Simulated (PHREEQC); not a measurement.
Make-up at 25 °C: 0.02 mol/kgw Cu(NO3)2, 0.00042 mol/kgw HBF4 and 0.00033 mol/kgw KCl. Closed to the air; pH follows from the charge balance.

The numbers come from PHREEQC with the ion-association model, phreeqc.dat.

**Question.** The ionic strength comes out as 0.0610 mol/kgw. What activity coefficients do K+, Cl-, BF2(OH)2-, HF2-, Cu+2 get?

**Answer.** K+ 0.80, Cl- 0.80, BF2(OH)2- 0.81, HF2- 0.81, Cu+2 0.46.

Precipitation was switched off in this run. Species that the database lacks are ignored. Real BF4- forms and hydrolyses slowly; the run takes it at equilibrium.
